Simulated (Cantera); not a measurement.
**Iron carbonyl, mercury and lead vapours: Pb + CO + H₂**

Charge: 1 mol Pb, 0.075 mol CO, 3 mol H₂, held at 0.0730 bar.

These are equilibrium values from Cantera (NASA tables, ideal gas, pure condensed phases), not measurements of a reactor. Candidate condensed phases: C, C₆H₆, C₇H₈, C₈H₁₈, H₂O, Pb, PbO, PbO₂, Pb₃O₄; 113 gas species. Equilibrium is a limit: real reactors are often held back by kinetics, nucleation or transport.

From 700 K to 1400 K the condensed part is Pb(l). At 1500 K nothing is condensed. The main Pb-bearing gas is Pb throughout.

| T (K) | x H₂ | x Pb | x CH₄ | x H₂O | x CO | n Pb(l) |
|---|---|---|---|---|---|---|
| 700 | 0.949 | 1.53e-8 | 0.0256 | 0.0256 | 3.95e-5 | 1.00 |
| 800 | 0.953 | 8.42e-7 | 0.0219 | 0.0216 | 0.00326 | 1.000 |
| 900 | 0.968 | 1.87e-5 | 0.00793 | 0.00763 | 0.0165 | 1.000 |
| 1000 | 0.973 | 0.000222 | 0.00207 | 0.00200 | 0.0224 | 0.999 |
| 1100 | 0.973 | 0.00166 | 0.000619 | 0.000605 | 0.0237 | 0.995 |
| 1200 | 0.967 | 0.00881 | 0.000219 | 0.000216 | 0.0240 | 0.973 |
| 1300 | 0.940 | 0.0359 | 8.69e-5 | 8.57e-5 | 0.0234 | 0.885 |
| 1400 | 0.859 | 0.119 | 3.43e-5 | 3.40e-5 | 0.0214 | 0.583 |
| 1500 | 0.736 | 0.245 | 1.31e-5 | 1.32e-5 | 0.0184 | 0 |
x: gas mole fraction; n: condensed amount in mol.
